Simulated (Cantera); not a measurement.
Charge: 1 mol MgO, 0.53 mol SiCl4, 0.27 mol O2, held at 0.560 bar.

Equilibrium computed with Cantera from the NASA thermochemical tables; the gas is ideal and each condensed phase is pure. Candidate condensed phases: Mg, MgCl2, MgO, MgSiO3, Mg2SiO4, Si, SiO2; 20 gas species. Mutual solubility and eutectic melting of coexisting phases are not modelled. The tables hold silica as quartz up to 1696 K and as liquid above; real silica turns to tridymite and cristobalite and melts near 1996 K. Condensed phases not in the tables: alloys, solid solutions and most ternary compounds. Kinetics and transport are ignored. All values below are at 1177 °C.

Base state: Cl2 0.600, MgCl2 0.357, Cl 0.0427, SiCl4 0.000561, O2 0.000233, ClO 1.28e-5 (mole fractions); condensed: MgCl2(l) + MgSiO3(s) + SiO2(β-quartz).

Problem. What changes in the equilibrium state with this change: pressure from 0.560 bar to 0.460 bar?

Solution. 
```json
[
 {"species": "Cl2", "before": "0.600", "after": "0.521"},
 {"species": "MgCl2", "before": "0.357", "after": "0.434"},
 {"species": "Cl", "before": "0.0427", "after": "0.0439"},
 {"species": "SiCl4", "before": "0.000561", "after": "0.000682"},
 {"species": "O2", "before": "0.000233", "after": "0.000144"},
 {"species": "ClO", "before": "1.28e-5", "after": "9.40e-6"},
 {"species": "MgCl2(l), mol", "before": "0.210", "after": "0.0875"},
 {"species": "MgSiO3(s), mol", "before": "0.481", "after": "0.481"},
 {"species": "SiO2(β-quartz), mol", "before": "0.0490", "after": "0.0483"}
]
```
